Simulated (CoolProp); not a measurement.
Values from CoolProp's reference Helmholtz-energy equation of state, Thol 2016.

Give the vapour pressure (bar), liquid density (kg/m³), enthalpy of vaporisation (kJ/kg), liquid cp (kJ/(kg K)) of saturated hexamethyldisiloxane (MM) at 101.35, 142.15 °C.


```json
[
 {"T (°C)": "101.35", "p (bar)": "1.04", "liquid density (kg/m³)": "674", "enthalpy of vaporisation (kJ/kg)": "192", "liquid cp (kJ/(kg K))": "2.12"},
 {"T (°C)": "142.15", "p (bar)": "2.94", "liquid density (kg/m³)": "621", "enthalpy of vaporisation (kJ/kg)": "169", "liquid cp (kJ/(kg K))": "2.26"}
]
```
